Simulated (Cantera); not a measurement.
Input (Python, Cantera):

```python
import numpy as np
import cantera as ct

gas = ct.Solution("gri30.yaml")
gas.TPX = 1298, 101325, {'CH4': 1, 'O2': 3.33, 'N2': 12.5, 'CO2': 0.63}
reactor = ct.IdealGasConstPressureReactor(gas, energy="on", clone=False)
net = ct.ReactorNet([reactor])
net.rtol, net.atol = 1e-08, 1e-16
show = ['CH4', 'O2', 'CO2', 'HO2', 'CO', 'C2H2']
times = np.geomspace(5e-06, 0.1, 12)

steps = ct.SolutionArray(gas, extra=["t"])
rows = []
print(f"{'t/s':>10s}{'T/K':>9s}{'P/Pa':>11s}" + "".join(f"{s:>11s}" for s in show))
for t in times:
    while net.time < t:
        t_next = net.step()
        steps.append(gas.state, t=t_next)
    rows.append([np.interp(t, steps.t, y) for y in (steps.T, steps.P, *steps(*show).X.T)])
    print(f"{t:10.3e}{rows[-1][0]:9.1f}{rows[-1][1]:11.4g}" + "".join(f"{x:11.3e}" for x in rows[-1][2:]))
rate = np.gradient(steps.T, steps.t)
print("integrator steps:", len(steps.t))
if steps.T.max() > steps.T[0] + 200:
    print(f"time of steepest temperature rise: {steps.t[rate.argmax()]:.4e} s")
gas.TPX = 1298, 101325, {'CH4': 1, 'O2': 3.33, 'N2': 12.5, 'CO2': 0.63}
gas.equilibrate("HP")
print(f"equilibrium (HP): T = {gas.T:.1f} K  " + "  ".join(f"{s} {gas[s].X[0]:.3e}" for s in show))
```

It prints:

```
       t/s      T/K       P/Pa        CH4         O2        CO2        HO2         CO       C2H2
 5.000e-06   1298.0  1.013e+05  5.727e-02  1.907e-01  3.608e-02  1.399e-08  1.180e-12  6.630e-23
 1.230e-05   1298.0  1.013e+05  5.727e-02  1.907e-01  3.608e-02  3.431e-08  3.469e-12  4.256e-21
 3.027e-05   1298.0  1.013e+05  5.727e-02  1.907e-01  3.608e-02  8.367e-08  1.084e-11  2.188e-19
 7.447e-05   1298.0  1.013e+05  5.727e-02  1.907e-01  3.608e-02  2.012e-07  4.837e-11  1.007e-17
 1.832e-04   1298.0  1.013e+05  5.727e-02  1.907e-01  3.608e-02  4.665e-07  4.238e-10  4.920e-16
 4.508e-04   1298.0  1.013e+05  5.727e-02  1.907e-01  3.608e-02  9.664e-07  7.312e-09  3.380e-14
 1.109e-03   1298.1  1.013e+05  5.725e-02  1.907e-01  3.608e-02  1.356e-06  2.451e-07  4.769e-12
 2.729e-03   1298.8  1.013e+05  5.706e-02  1.906e-01  3.608e-02  2.456e-06  8.936e-06  6.130e-10
 6.714e-03   1306.2  1.013e+05  5.561e-02  1.896e-01  3.608e-02  1.102e-05  2.637e-04  5.675e-08
 1.652e-02   2364.0  1.013e+05  3.621e-19  7.563e-02  8.730e-02  4.784e-06  5.452e-03  2.586e-23
 4.064e-02   2358.6  1.013e+05  3.456e-19  7.396e-02  8.742e-02  4.634e-06  5.345e-03  2.342e-23
 1.000e-01   2352.6  1.013e+05  3.275e-19  7.212e-02  8.755e-02  4.471e-06  5.229e-03  2.087e-23
integrator steps: 1903
time of steepest temperature rise: 9.7353e-03 s
equilibrium (HP): T = 2350.5 K  CH4 4.779e-19  O2 7.150e-02  CO2 8.760e-02  HO2 4.417e-06  CO 5.190e-03  C2H2 2.318e-23
```

Detailed kinetics in Cantera: GRI-Mech 3.0 (53 species, 325 reactions).
